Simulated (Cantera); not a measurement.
Input (Python, Cantera) and output of one run.

```python
import numpy as np
import cantera as ct

gas_names = """
    F FO FO2 F2 F2O H HF HOF HO2 H2 H2F2 H2O H2O2 H3F3 H4F4 H5F5 H6F6 H7F7 O OH O2 O3 Si SiF SiF2 SiF3
    SiF4 SiH SiHF3 SiH2 SiH2F2 SiH3 SiH3F SiH4 SiO SiO2 Si2 Si3
""".split()
cond_names = """
    H2O(s) H2O(L) Si(cr) Si(L) SiO2(Lqz) SiO2(hqz) SiO2(L)
""".split()


# ... load() reads the species with a 1 bar reference pressure and builds the phases ...
atoms = {
    'SiF4': {'Si': 1, 'F': 4},
    'H2O': {'H': 2, 'O': 1},
    'H2': {'H': 2},
}
top_T = {}  # K; cautious upper limits of use, not melting points


# ... equilibrate(T, P, feed) seeds the gas with the atoms and calls Mixture.equilibrate('TP', solver="vcs", rtol=1e-11, max_steps=5000) ...
results = []
feed = {'SiF4': 1, 'H2O': 0.45, 'H2': 68}  # mol
T = 1398.15  # K
P = 3700  # Pa
mix = equilibrate(T, P, feed)
results.append((T, P, feed, dict(zip(mix.species_names, mix.species_moles))))
print(gas.report(threshold=0.001))
for i in range(1, mix.n_phases):
    print(f"{mix.phase(i).name:16s} {mix.phase_moles(i):12.5e} mol")
```

Output:

```
       temperature   1398.2 K
          pressure   3700 Pa
           density   0.001078 kg/m^3
  mean mol. weight   3.3869 kg/kmol
   phase of matter   gas

                          1 kg             1 kmol
                     ---------------   ---------------
          enthalpy        3.6772e+06        1.2454e+07  J
   internal energy        2.4488e+05        8.2938e+05  J
           entropy             61570        2.0853e+05  J/K
    Gibbs function       -8.2407e+07       -2.7911e+08  J
 heat capacity c_p            9669.4             32750  J/K
 heat capacity c_v            7214.5             24435  J/K

                      mass frac. Y      mole frac. X     chem. pot. / RT
                     ---------------   ---------------   ---------------
                HF          0.078184          0.013236           -54.648
                H2           0.58062           0.97545           -21.722
              SiF4           0.32795          0.010672           -188.93
     [  +35 minor]          0.013249        0.00064496

Si(cr)            0.00000e+00 mol
SiO2(hqz)         2.20612e-01 mol
```

Cantera equilibrium calculation (NASA polynomials, part measured and part estimated; ideal gas, pure solids and liquids). The tables' values for SiF3 are old estimates; treat these amounts as uncertain. The tables hold silica as quartz up to 1696 K and as liquid above; real silica turns to tridymite and cristobalite and melts near 1996 K.
